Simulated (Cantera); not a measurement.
A perfectly stirred reactor is fed with CH4 : O2 : N2 = 1 : 2.08 : 8.33 (molar parts), equivalence ratio 0.96, at 4.93 atm; it is adiabatic with a 698 K inlet, and is followed from long to short residence time, starting on the burning branch (τ in s: 0.35, 0.12, 0.043, 0.015, 0.0052, 0.0018, 0.00064, 0.00022, 7.8e-05, 2.7e-05, 9.5e-06, 3.3e-06).

Cantera simulation using GRI-Mech 3.0 (53 species, 325 reactions); the numbers are that mechanism's predictions, not measurements.

Task: Predict: blow-out, bracketed by the residence times tried; x(CH4) at τ = 0.350 s; x(O2) at τ = 0.350 s; x(HO2) at τ = 0.350 s; x(CH4) at τ = 0.640 ms; x(O2) at τ = 0.640 ms; x(C2H2) at τ = 0.640 ms; x(HO2) at τ = 0.640 ms.

Result: 
- blow-out, bracketed by the residence times tried = burning at 27.0 µs, out at 9.50 µs
- x(CH4) at τ = 0.350 s = 1.75e-7
- x(O2) at τ = 0.350 s = 0.00932
- x(HO2) at τ = 0.350 s = 2.05e-6
- x(CH4) at τ = 0.640 ms = 5.32e-5
- x(O2) at τ = 0.640 ms = 0.0148
- x(C2H2) at τ = 0.640 ms = 6.54e-8
- x(HO2) at τ = 0.640 ms = 4.85e-6
